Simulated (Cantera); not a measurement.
What does this Cantera script print?

```python
import numpy as np
import cantera as ct

gas_names = [...]  # 151 gases of nasa_gas.yaml made of C, H, N, O, Si
cond_names = """
    C(gr) C6H6(L) C7H8(L) C8H18(L),n-octa H2O(s) H2O(L) Si(cr) Si(L) SiC(b) SiO2(Lqz) SiO2(hqz) SiO2(L)
    Si2N2O(s) Si3N4(a)
""".split()


# ... load() reads the species with a 1 bar reference pressure and builds the phases ...
atoms = {
    'SiC': {'Si': 1, 'C': 1},
    'H2O': {'H': 2, 'O': 1},
    'N2': {'N': 2},
}
top_T = {'C(gr)': 4500, 'SiC(b)': 3050, 'Si2N2O(s)': 2100, 'Si3N4(a)': 2400}  # K; cautious upper limits of use, not melting points


# ... equilibrate(T, P, feed) seeds the gas with the atoms and calls Mixture.equilibrate('TP', solver="vcs", rtol=1e-11, max_steps=5000) ...
results = []
feed = {'SiC': 1, 'H2O': 0.046, 'N2': 160}  # mol
T = 2025  # K
P = 10000  # Pa
mix = equilibrate(T, P, feed)
results.append((T, P, feed, dict(zip(mix.species_names, mix.species_moles))))
print(gas.report(threshold=1e-05))
for i in range(1, mix.n_phases):
    print(f"{mix.phase(i).name:16s} {mix.phase_moles(i):12.5e} mol")
```

Result:

```
       temperature   2025 K
          pressure   10000 Pa
           density   0.016635 kg/m^3
  mean mol. weight   28.008 kg/kmol
   phase of matter   gas

                          1 kg             1 kmol
                     ---------------   ---------------
          enthalpy        2.0379e+06        5.7077e+07  J
   internal energy        1.4368e+06         4.024e+07  J
           entropy            9700.3        2.7168e+05  J/K
    Gibbs function       -1.7605e+07       -4.9308e+08  J
 heat capacity c_p            1287.2             36052  J/K
 heat capacity c_v            990.37             27738  J/K

                      mass frac. Y      mole frac. X     chem. pot. / RT
                     ---------------   ---------------   ---------------
                CO        0.00022653        0.00022651           -45.005
                 H        3.2321e-06        8.9806e-05           -15.127
               HCN        4.4345e-05        4.5956e-05           -34.214
                H2        1.5672e-05        0.00021773           -30.255
                N2           0.99938           0.99915           -29.286
                Si         0.0001829         0.0001824           -7.1175
               SiN        2.1267e-05        1.4151e-05           -21.761
               SiO        9.5628e-05        6.0755e-05           -47.679
     [ +143 minor]        3.3545e-05        1.6073e-05

C(gr)             0.00000e+00 mol
Si(L)             0.00000e+00 mol
SiC(b)            9.54839e-01 mol
SiO2(L)           0.00000e+00 mol
Si2N2O(s)         0.00000e+00 mol
Si3N4(a)          0.00000e+00 mol
```

Cantera equilibrium calculation (NASA polynomials, part measured and part estimated; ideal gas, pure solids and liquids). The tables' values for SiN are old estimates; treat these amounts as uncertain.
